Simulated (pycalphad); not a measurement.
An equivalent pycalphad script:

```python
from pycalphad import Database, equilibrium, calculate, variables as v
import numpy as np
db = Database('COST507.tdb')
comps = ['AL', 'SN', 'SI', 'VA']
phases = ['BCT_A5', 'DIAMOND_A4', 'FCC_A1', 'LIQUID']
eq = equilibrium(db, comps, phases, {v.X('SN'): 0.0025, v.X('SI'): 0.0094, v.T: np.arange(1850, 499, -40), v.P: 101325, v.N: 1}, output=['HM', 'SM'])
```

Computed with pycalphad from the COST 507 light-alloy database (1999), at 1 atm. The data set is of 1999 and partly superseded. Not assessed as a whole: an extrapolation from subsystems, which can miss ternary compounds. Phase fractions are per mole of atoms.

Results at three of the temperatures:

```
T = 1370.00 K, P = 101325 Pa, N = 1 mol of atoms
G = -72551 J/mol, H = 42952 J/mol, S = 84.31 J/(mol K)  (SER reference)
chemical potentials (J/mol): Al -72000, Sn -166482, Si -105478
phase             fraction      x(Al)      x(Sn)      x(Si)
LIQUID              1.0000     0.9881     0.0025     0.0094
```

```
T = 1170.00 K, P = 101325 Pa, N = 1 mol of atoms
G = -56176 J/mol, H = 36613 J/mol, S = 79.31 J/(mol K)  (SER reference)
chemical potentials (J/mol): Al -55743, Sn -133888, Si -80983
phase             fraction      x(Al)      x(Sn)      x(Si)
LIQUID              1.0000     0.9881     0.0025     0.0094
```

```
T = 850.00 K, P = 101325 Pa, N = 1 mol of atoms
G = -33065 J/mol, H = 16046 J/mol, S = 57.78 J/(mol K)  (SER reference)
chemical potentials (J/mol): Al -33042, Sn -62918, Si -27594
phase             fraction      x(Al)      x(Sn)      x(Si)
FCC_A1              0.9855     0.9899     0.0015     0.0085
LIQUID              0.0145     0.8656     0.0672     0.0672
```

Changes of the phase set, refined by bisection:

| T (K) | phases above | phases below |
|---|---|---|
| 926.1 | liquid | fcc + liquid |
| 794.9 | fcc + liquid | diamond (Si) + fcc + liquid |

FCC_A1 is fcc.
